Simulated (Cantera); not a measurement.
Charge: 1 mol CH3F, 8.8 mol H2, at 133 Pa.

Cantera equilibrium calculation (NASA polynomials, part measured and part estimated; ideal gas, pure solids and liquids). Candidate condensed phases: C, C6H6, C7H8, C8H18; 95 gas species. Equilibrium is a limit: real reactors are often held back by kinetics, nucleation or transport.

### Question
What share of the C ends up in condensed phases as a function of T (K), at 1773, 1873, 1973, 2073, 2173, 2273, 2373, 2473?

### Answer
| T (K) | C condensed (%) | as |
|---|---|---|
| 1773 | 99.7 | C(graphite) |
| 1873 | 99.4 | C(graphite) |
| 1973 | 98.8 | C(graphite) |
| 2073 | 97.7 | C(graphite) |
| 2173 | 95.9 | C(graphite) |
| 2273 | 93.4 | C(graphite) |
| 2373 | 89.8 | C(graphite) |
| 2473 | 84.8 | C(graphite) |
